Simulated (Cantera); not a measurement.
What does this Cantera script print?

```python
import numpy as np
import cantera as ct

gas_names = [...]  # 113 gases of nasa_gas.yaml made of C, H, O, Ta
cond_names = """
    C(gr) C6H6(L) C7H8(L) C8H18(L),n-octa H2O(s) H2O(L) Ta(cr) Ta(L) TaC(s) TaC(L) Ta2O5(s) Ta2O5(L)
""".split()


# ... load() reads the species with a 1 bar reference pressure and builds the phases ...
atoms = {
    'Ta2O5': {'Ta': 2, 'O': 5},
    'CH4': {'C': 1, 'H': 4},
    'CO': {'C': 1, 'O': 1},
}
top_T = {'C(gr)': 4500}  # K; cautious upper limits of use, not melting points


# ... equilibrate(T, P, feed) seeds the gas with the atoms and calls Mixture.equilibrate('TP', solver="vcs", rtol=1e-11, max_steps=5000) ...
results = []
feed = {'Ta2O5': 1, 'CH4': 4, 'CO': 0.27}  # mol
P = 330  # Pa
for T in [1400, 1450, 1500, 1550, 1600, 1650, 1700, 1750, 1800, 1850, 1900, 1950]:
    mix = equilibrate(T, P, feed)
    results.append((T, P, feed, dict(zip(mix.species_names, mix.species_moles))))
    x = sorted(zip(gas.X, gas.species_names), reverse=True)
    print(f"T = {T:g} K  P = {P:g} Pa  gas = {mix.phase_moles(0):.4g} mol")
    print("   x: " + "  ".join(f"{s} {v:.3e}" for v, s in x if v > 1e-05))
    print("   condensed (mol): " + ("  ".join(f"{mix.phase(i).name} {mix.phase_moles(i):.4g}"
          for i in range(1, mix.n_phases) if mix.phase_moles(i) > 1e-12) or "none"))
```

Result:

```
T = 1400 K  P = 330 Pa  gas = 11.13 mol
   x: H2 7.186e-01  CO 2.808e-01  H2O 4.448e-04  CO2 8.008e-05  H 7.178e-05
   condensed (mol): TaC(s) 1.145  Ta2O5(s) 0.4277
T = 1450 K  P = 330 Pa  gas = 11.13 mol
   x: H2 7.185e-01  CO 2.808e-01  H2O 4.849e-04  H 1.395e-04  CO2 7.967e-05
   condensed (mol): TaC(s) 1.145  Ta2O5(s) 0.4277
T = 1500 K  P = 330 Pa  gas = 11.13 mol
   x: H2 7.183e-01  CO 2.808e-01  H2O 5.249e-04  H 2.597e-04  CO2 7.930e-05
   condensed (mol): TaC(s) 1.145  Ta2O5(s) 0.4276
T = 1550 K  P = 330 Pa  gas = 11.13 mol
   x: H2 7.181e-01  CO 2.808e-01  H2O 5.649e-04  H 4.646e-04  CO2 7.896e-05
   condensed (mol): TaC(s) 1.145  Ta2O5(s) 0.4275
T = 1600 K  P = 330 Pa  gas = 11.13 mol
   x: H2 7.178e-01  CO 2.807e-01  H 8.019e-04  H2O 6.045e-04  CO2 7.866e-05
   condensed (mol): TaC(s) 1.145  Ta2O5(s) 0.4275
T = 1650 K  P = 330 Pa  gas = 11.13 mol
   x: H2 7.173e-01  CO 2.806e-01  H 1.339e-03  H2O 6.435e-04  CO2 7.837e-05
   condensed (mol): TaC(s) 1.145  Ta2O5(s) 0.4274
T = 1700 K  P = 330 Pa  gas = 11.14 mol
   x: H2 7.166e-01  CO 2.805e-01  H 2.171e-03  H2O 6.819e-04  CO2 7.810e-05
   condensed (mol): TaC(s) 1.145  Ta2O5(s) 0.4274
T = 1750 K  P = 330 Pa  gas = 11.14 mol
   x: H2 7.155e-01  CO 2.803e-01  H 3.425e-03  H2O 7.192e-04  CO2 7.784e-05
   condensed (mol): TaC(s) 1.145  Ta2O5(s) 0.4273
T = 1800 K  P = 330 Pa  gas = 11.15 mol
   x: H2 7.138e-01  CO 2.800e-01  H 5.266e-03  H2O 7.553e-04  CO2 7.757e-05
   condensed (mol): TaC(s) 1.146  Ta2O5(s) 0.4272
T = 1850 K  P = 330 Pa  gas = 11.17 mol
   x: H2 7.115e-01  CO 2.797e-01  H 7.910e-03  H2O 7.898e-04  CO2 7.729e-05  TaO2 1.691e-05
   condensed (mol): TaC(s) 1.146  Ta2O5(s) 0.4271
T = 1900 K  P = 330 Pa  gas = 11.19 mol
   x: H2 7.083e-01  CO 2.791e-01  H 1.163e-02  H2O 8.222e-04  CO2 7.697e-05  TaO2 5.071e-05
   condensed (mol): TaC(s) 1.146  Ta2O5(s) 0.4269
T = 1950 K  P = 330 Pa  gas = 12.37 mol
   x: H2 6.378e-01  CO 3.451e-01  H 1.594e-02  H2O 9.329e-04  TaO2 1.305e-04  CO2 1.148e-04  TaO 2.509e-05
   condensed (mol): Ta(cr) 1.605  Ta2O5(s) 0.1967
```

These are equilibrium values from Cantera (NASA tables, ideal gas, pure condensed phases), not measurements of a reactor. Mutual solubility and eutectic melting of coexisting phases are not modelled. TaC: taken at fixed stoichiometry. Condensed phases not in the tables: Ta2C, N, O or C dissolved in the metal.
